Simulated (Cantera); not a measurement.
Si + CO2 + N2 + N2O (thermal oxidation and active oxidation of silicon)

Charge: 1 mol Si, a varied amount of CO2, 260 mol N2, 0.02 mol N2O, held at 1475 °C and 100 Torr.

Cantera equilibrium calculation (NASA polynomials, part measured and part estimated; ideal gas, pure solids and liquids). Candidate condensed phases: C, Si, SiC, SiO2, Si2N2O, Si3N4; 34 gas species. Mutual solubility and eutectic melting of coexisting phases are not modelled. The tables hold silica as quartz up to 1696 K and as liquid above; real silica turns to tridymite and cristobalite and melts near 1996 K. The numbers say what is thermodynamically allowed, not how fast it happens.

| n(CO2) (mol) | x N2 | x CO | x SiO | x CO2 | x NO | x Si | n Si2N2O(s) | n Si3N4(s) | n SiO2(condensed) |
|---|---|---|---|---|---|---|---|---|---|
| 0.47 | 0.998 | 0.00181 | 0.000320 | 3.44e-10 | <1e-12 | 1.00e-6 | 0.407 | 0.0343 | 0 |
| 0.81 | 0.994 | 0.00310 | 0.00253 | 3.65e-8 | 3.24e-11 | 1.27e-7 | 0.170 | 0 | 0 |
| 1.1 | 0.992 | 0.00420 | 0.00336 | 2.00e-6 | 1.31e-9 | 4.18e-9 | 0 | 0 | 0.119 |
| 1.5 | 0.992 | 0.00572 | 0.00184 | 5.00e-6 | 2.40e-9 | 1.25e-9 | 0 | 0 | 0.519 |
| 1.8 | 0.992 | 0.00685 | 0.000703 | 1.57e-5 | 6.28e-9 | 1.83e-10 | 0 | 0 | 0.816 |
| 2.2 | 0.992 | 0.00754 | 1.42e-5 | 0.000853 | 3.11e-7 | <1e-12 | 0 | 0 | 0.996 |
| 2.5 | 0.990 | 0.00754 | 6.09e-6 | 0.00199 | 7.24e-7 | <1e-12 | 0 | 0 | 0.998 |
| 2.8 | 0.989 | 0.00753 | 3.87e-6 | 0.00312 | 1.14e-6 | <1e-12 | 0 | 0 | 0.999 |
x: gas mole fraction; n: condensed amount in mol.

At 0.47 mol CO2 the condensed part is Si2N2O(s) + Si3N4(s). At 0.81 mol CO2 the condensed part is Si2N2O(s). From 1.1 mol CO2 to 2.8 mol CO2 the condensed part is SiO2(condensed). The main Si-bearing gas is SiO throughout. The share of Si in condensed phases is highest at 2.8 mol CO2 (99.9 %) and lowest at 1.1 mol CO2 (11.9 %).
